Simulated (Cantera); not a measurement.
An isothermal, constant-pressure homogeneous reactor starts with CH4 : H2 = 1 : 4.5 (molar parts), at 1723 K and 750 Torr.

Detailed kinetics in Cantera: GRI-Mech 3.0 (53 species, 325 reactions). GRI-Mech 3.0 stops at C3 and has no aromatics, soot or wall deposition, so with more carbon than oxygen in the feed, carbon stays in small species such as C2H2 where larger ones or solid carbon would form.

x: mole fraction; the columns are a selection and need not sum to one.

| t (s) | x CH4 | x H2 | x CH2 | x C2H6 | x H |
|---|---|---|---|---|---|
| 0.000600 | 0.178 | 0.820 | 9.65e-8 | 0.000121 | 0.000138 |
| 0.00179 | 0.170 | 0.824 | 9.34e-8 | 0.000112 | 0.000140 |
| 0.00534 | 0.151 | 0.835 | (withheld) | 8.95e-5 | 0.000143 |
| 0.0159 | 0.113 | 0.857 | (withheld) | 5.24e-5 | 0.000150 |
| 0.0475 | 0.0652 | 0.885 | (withheld) | 1.92e-5 | 0.000161 |
| 0.142 | 0.0323 | 0.904 | (withheld) | 6.38e-6 | 0.000171 |
| 0.423 | 0.0234 | 0.909 | 1.85e-8 | 4.34e-6 | 0.000175 |
| 1.26 | 0.0232 | 0.909 | 1.83e-8 | 4.29e-6 | 0.000175 |
| 3.77 | 0.0232 | 0.909 | 1.83e-8 | 4.29e-6 | 0.000175 |
| 11.2 | 0.0232 | 0.909 | 1.83e-8 | 4.29e-6 | 0.000175 |
| 33.5 | 0.0232 | 0.909 | 1.83e-8 | 4.29e-6 | 0.000175 |
| 100 | 0.0232 | 0.909 | 1.83e-8 | 4.29e-6 | 0.000175 |

### Question
Complete the blanks.

### Answer

- 0.00534, x CH2: 8.53e-8
- 0.0159, x CH2: 6.81e-8
- 0.0475, x CH2: 4.36e-8
- 0.142, x CH2: 2.43e-8
